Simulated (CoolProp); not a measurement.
Properties of normal hydrogen along the isotherm 34.3 K.

The numbers come from the reference Helmholtz-energy equation of state, Leachman 2009 in CoolProp.

```
p (kPa)  phase       Z  cp (kJ/(kg K))  cv (kJ/(kg K))  isothermal compressibility (1/MPa)  conductivity (mW/(m K))  fugacity coefficient
-------  -----  ------  --------------  --------------  ----------------------------------  -----------------------  --------------------
2.05       gas  0.9995           10.32           6.188                               488.0                     26.5                0.9995
4.21       gas  0.9990           10.33           6.189                               237.8                     26.5                0.9990
8.64       gas  0.9980           10.34           6.190                               116.0                     26.6                0.9980
17.7       gas  0.9959           10.37           6.193                               56.73                     26.6                0.9960
36.4       gas  0.9916           10.44           6.200                               27.71                     26.8                0.9917
74.9       gas  0.9827           10.58           6.215                               13.59                     27.1                0.9829
154        gas  0.9639           10.90           6.245                               6.743                     27.8                0.9650
316        gas  0.9237           11.67           6.315                               3.442                     29.3                0.9285
648        gas  0.8319           14.07           6.506                               1.904                     32.8                0.8546
```

Thermal conductivity comes from a separate model (Assael 2011).
